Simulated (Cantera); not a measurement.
A perfectly stirred reactor is fed with CH4 : C2H6 : O2 : N2 = 1 : 1 : 4.58 : 17.2 (molar parts), equivalence ratio 1.2, at 0.460 bar; it is adiabatic with a 475 K inlet, and is followed from long to short residence time, starting on the burning branch (τ in s: 0.032, 0.018, 0.01, 0.0058, 0.0033, 0.0019, 0.001, 0.00059, 0.00033, 0.00019, 0.00011, 6e-05, 3.4e-05).

Computed with Cantera and GRI-Mech 3.0 (53 species, 325 reactions).

**Question.** What does this change do: pressure from 0.460 bar to 0.790 bar?

**Answer.** 
| quantity | before | after |
|---|---|---|
| blow-out, bracketed by the residence times tried | burning at 0.190 ms, out at 0.110 ms | burning at 0.110 ms, out at 60.0 µs |
| x(CH4) at τ = 32.0 ms | 5.92e-6 | 6.03e-6 |
| x(C2H6) at τ = 32.0 ms | 6.91e-7 | 4.91e-7 |
| x(O2) at τ = 32.0 ms | 0.00204 | 0.00118 |
| x(H) at τ = 32.0 ms | 0.00509 | 0.00348 |
| x(CH2CO) at τ = 32.0 ms | 2.02e-7 | 1.70e-7 |
| x(CH4) at τ = 1.00 ms | 8.02e-5 | 5.79e-5 |
| x(C2H6) at τ = 1.00 ms | 1.66e-5 | 1.09e-5 |
| x(O2) at τ = 1.00 ms | 0.00756 | 0.00576 |
| x(H) at τ = 1.00 ms | 0.0123 | 0.00970 |
| x(CH2CO) at τ = 1.00 ms | 3.89e-6 | 2.74e-6 |

**Question.** What does this change do: N2 17.2 to 13 parts?

**Answer.** 
```tsv
quantity	before	after
blow-out, bracketed by the residence times tried	burning at 0.190 ms, out at 0.110 ms	burning at 0.110 ms, out at 60.0 µs
x(CH4) at τ = 32.0 ms	5.92e-6	3.54e-6
x(C2H6) at τ = 32.0 ms	6.91e-7	3.40e-7
x(O2) at τ = 32.0 ms	0.00204	0.00376
x(H) at τ = 32.0 ms	0.00509	0.00704
x(CH2CO) at τ = 32.0 ms	2.02e-7	1.10e-7
x(CH4) at τ = 1.00 ms	8.02e-5	5.32e-5
x(C2H6) at τ = 1.00 ms	1.66e-5	1.02e-5
x(O2) at τ = 1.00 ms	0.00756	0.0100
x(H) at τ = 1.00 ms	0.0123	0.0156
x(CH2CO) at τ = 1.00 ms	3.89e-6	3.25e-6
```
